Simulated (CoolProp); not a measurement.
A single-stage vapour-compression cycle with the fluid: evaporating at 315.15 K (dew point), condensing at 346.15 K (bubble point), superheat 10 K, subcooling 5 K, compressor efficiency 0.8, no pressure losses. The same conditions are run with several fluids, on thermodynamics alone (safety and materials aside).

Computed with CoolProp (reference Helmholtz-energy equation of state of each fluid (1,2-dichloroethane: Thol 2015; R134a: Tillner-Roth 1994; R236FA: Pan 2012; dimethyl ether: Wu 2011; chloromethane (R40): Thol 2014; c-C4F8 (RC318): Platzer 1990)). The equations of Platzer and Polt are older, rougher fits.

**Question.** Rank 1,2-dichloroethane, R134a, R236FA, dimethyl ether, chloromethane (R40), c-C4F8 (RC318) by cooling COP, highest first.

**Answer.** 1,2-dichloroethane (7.70), chloromethane (R40) (7.10), dimethyl ether (7.03), R236FA (6.98), c-C4F8 (RC318) (6.63), R134a (6.59)

```json
[
 {"fluid": "1,2-dichloroethane", "pressure ratio": "3.20", "discharge temperature (K)": "373.9", "refrigerating effect (kJ/kg)": "320", "volumetric capacity (kJ/m³)": "266"},
 {"fluid": "R134a", "pressure ratio": "2.11", "discharge temperature (K)": "361.4", "refrigerating effect (kJ/kg)": "131", "volumetric capacity (kJ/m³)": "6480"},
 {"fluid": "R236FA", "pressure ratio": "2.28", "discharge temperature (K)": "352.3", "refrigerating effect (kJ/kg)": "110", "volumetric capacity (kJ/m³)": "3260"},
 {"fluid": "dimethyl ether", "pressure ratio": "2.06", "discharge temperature (K)": "365.3", "refrigerating effect (kJ/kg)": "323", "volumetric capacity (kJ/m³)": "6000"},
 {"fluid": "chloromethane (R40)", "pressure ratio": "2.07", "discharge temperature (K)": "384.4", "refrigerating effect (kJ/kg)": "318", "volumetric capacity (kJ/m³)": "6270"},
 {"fluid": "c-C4F8 (RC318)", "pressure ratio": "2.20", "discharge temperature (K)": "347.2", "refrigerating effect (kJ/kg)": "73.7", "volumetric capacity (kJ/m³)": "3260"}
]
```
